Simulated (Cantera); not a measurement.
A perfectly stirred reactor is fed with CH4 : CO2 = 1 : 1.4 (molar parts), at 1.68 atm; it is held at 1475 K, and followed from long to short residence time.

Detailed kinetics in Cantera: GRI-Mech 3.0 (53 species, 325 reactions).

**Question.** What does this change do: pressure from 1.68 atm to 1.00 atm?

**Answer.** 
```json
[
 {"quantity": "x(CH4) at τ = 0.340 s", "before": "0.273", "after": "0.297"},
 {"quantity": "x(CO2) at τ = 0.340 s", "before": "0.459", "after": "0.488"},
 {"quantity": "x(CH2CO) at τ = 0.340 s", "before": "8.28e-6", "after": "5.81e-6"},
 {"quantity": "x(H2O) at τ = 0.340 s", "before": "0.0653", "after": "0.0472"},
 {"quantity": "x(HO2) at τ = 0.340 s", "before": "<1e-12", "after": "<1e-12"},
 {"quantity": "x(CH4) at τ = 11.0 ms", "before": "0.409", "after": "0.411"},
 {"quantity": "x(CO2) at τ = 11.0 ms", "before": "0.581", "after": "0.582"},
 {"quantity": "x(CH2CO) at τ = 11.0 ms", "before": "1.01e-8", "after": "4.44e-9"},
 {"quantity": "x(H2O) at τ = 11.0 ms", "before": "0.000268", "after": "0.000143"},
 {"quantity": "x(HO2) at τ = 11.0 ms", "before": "<1e-12", "after": "<1e-12"}
]
```
